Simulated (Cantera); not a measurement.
What does this Cantera script print?

```python
import numpy as np
import cantera as ct

gas = ct.Solution("gri30.yaml")
gas.TPX = 500, 101325, {'CH4': 1, 'O2': 1.43, 'N2': 5.37}
flame = ct.FreeFlame(gas, width=0.04)
flame.set_refine_criteria(ratio=3, slope=0.08, curve=0.16)
flame.transport_model = "mixture-averaged"
flame.solve(loglevel=0, auto=True)
flame.transport_model = "multicomponent"
flame.soret_enabled = True
flame.solve(loglevel=0, refine_grid=True)
z, T = flame.grid, flame.T
thick = (T[-1] - T[0]) / np.gradient(T, z).max()
show = ['CH4', 'O2', 'C2H', 'H2O', 'NO2', 'CO2']
print(f"laminar burning velocity  {flame.velocity[0] * 100:.3f} cm/s")
print(f"burnt temperature         {T[-1]:.1f} K")
print(f"thermal thickness         {thick * 1e3:.4f} mm")
print(f"grid points               {len(z)}")
z0 = z[flame.heat_release_rate.argmax()]
print(f"{'z/mm':>9s}{'T/K':>9s}{'u/(m/s)':>9s}" + "".join(f"{s:>11s}" for s in show))
rows = []
for k in (-3, -2, -1.5, -1, -0.5, -0.25, 0, 0.25, 0.5, 1, 2, 4, 8):
    zz = z0 + k * thick
    rows.append([k * thick, np.interp(zz, z, T), np.interp(zz, z, flame.velocity),
                 *(np.interp(zz, z, flame.X[gas.species_index(s)]) for s in show)])
    print(f"{rows[-1][0] * 1e3:9.3f}{rows[-1][1]:9.1f}{rows[-1][2]:9.3f}" + "".join(f"{x:11.3e}" for x in rows[-1][3:]))
```

Output:

```
laminar burning velocity  46.986 cm/s
burnt temperature         2120.5 K
thermal thickness         0.5805 mm
grid points               146
     z/mm      T/K  u/(m/s)        CH4         O2        C2H        H2O        NO2        CO2
   -1.741    500.5    0.471  1.278e-01  1.829e-01 -6.526e-21  7.719e-05  7.615e-10  5.323e-07
   -1.161    505.4    0.478  1.266e-01  1.821e-01 -1.966e-18  7.568e-04  1.204e-08  9.914e-06
   -0.871    523.7    0.497  1.240e-01  1.806e-01  2.551e-17  3.041e-03  6.554e-08  6.610e-05
   -0.580    639.2    0.612  1.132e-01  1.718e-01  2.350e-16  1.603e-02  4.090e-07  7.417e-04
   -0.290   1105.6    1.084  7.626e-02  1.269e-01  8.998e-11  6.707e-02  3.621e-07  6.121e-03
   -0.145   1493.8    1.489  4.247e-02  8.141e-02  2.187e-08  1.120e-01  8.993e-08  1.314e-02
    0.000   1841.5    1.863  1.216e-02  3.415e-02  7.476e-07  1.546e-01  1.021e-08  2.285e-02
    0.145   2006.3    2.039  1.868e-03  9.615e-03  1.627e-06  1.740e-01  1.659e-09  3.159e-02
    0.290   2054.2    2.086  2.903e-04  2.453e-03  8.145e-07  1.778e-01  8.653e-10  3.741e-02
    0.580   2074.8    2.102  1.447e-05  2.795e-04  1.079e-07  1.768e-01  8.334e-10  4.247e-02
    1.161   2086.0    2.111  3.294e-07  9.911e-05  3.599e-09  1.761e-01  9.453e-10  4.425e-02
    2.322   2097.5    2.121  4.592e-09  5.857e-05  3.763e-11  1.767e-01  9.655e-10  4.427e-02
    4.644   2108.7    2.131  3.545e-11  2.767e-05  1.419e-13  1.774e-01  9.052e-10  4.407e-02
```

Cantera simulation using GRI-Mech 3.0 (53 species, 325 reactions); the numbers are that mechanism's predictions, not measurements. Burning velocities carry a grid error of a few per cent, more on coarse grids.
